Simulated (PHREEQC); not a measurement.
Acid rinse or clean: an equilibrium model

Dissolve 0.0065 mol/kgw HNO3, 0.012 mol/kgw CaCl2 and 0.0045 mol/kgw CuCl2 at 20 °C. Closed to the air; pH follows from the charge balance.

Computed with PHREEQC (ion-association model, phreeqc.dat).

```json
{
  "pH": "2.26",
  "ionic_strength": "0.0557 mol/kgw",
  "specific_conductance": "5310 µS/cm",
  "density": "1.000 g/cm³",
  "total_alkalinity": "-6.50 meq/kg"
}
```

```json
[
 {"species": "Cl-", "molality": "0.0329", "activity": "0.0266", "log γ": "-0.092"},
 {"species": "Ca+2", "molality": "0.0120", "activity": "0.00555", "log γ": "-0.335"},
 {"species": "H+", "molality": "0.00650", "activity": "0.00553", "log γ": "-0.070"},
 {"species": "NO3-", "molality": "0.00650", "activity": "0.00520", "log γ": "-0.097"},
 {"species": "Cu+2", "molality": "0.00436", "activity": "0.00206", "log γ": "-0.326"},
 {"species": "CuCl+", "molality": "0.000141", "activity": "0.000115", "log γ": "-0.091"},
 {"species": "CuCl2", "molality": "1.53e-6", "activity": "1.55e-6", "log γ": "0.006"},
 {"species": "CuOH+", "molality": "4.58e-9", "activity": "3.72e-9", "log γ": "-0.091"}
]
```

No solid was allowed to form. Complexes and solids missing from the database can't appear.
